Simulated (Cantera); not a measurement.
An adiabatic, constant-volume homogeneous reactor starts with CH4 : C2H6 : C3H8 : O2 : N2 : CO2 = 1 : 0.032 : 0.23 : 1.81 : 6.81 : 0.051 (molar parts), at 1148 K and 1.30 bar.

Cantera simulation using GRI-Mech 3.0 (53 species, 325 reactions); the numbers are that mechanism's predictions, not measurements. GRI-Mech 3.0 was tuned for natural gas; its chemistry of propane as a main component is partial and can be far from experiment.

Q: Predict: time of steepest temperature rise; temperature at 6.00 s; equilibrium temperature; x(HCO) at 6.00 s; x(CO) at 6.00 s; x(N2O) at 6.00 s.

A: 
* **time of steepest temperature rise**: 20.5 ms
* **temperature at 6.00 s**: 2670 K
* **equilibrium temperature**: 2670 K
* **x(HCO) at 6.00 s**: 4.78e-7 (gas-phase equilibrium 4.78e-7)
* **x(CO) at 6.00 s**: 0.131 (gas-phase equilibrium 0.131)
* **x(N2O) at 6.00 s**: 4.22e-8 (gas-phase equilibrium 4.22e-8)
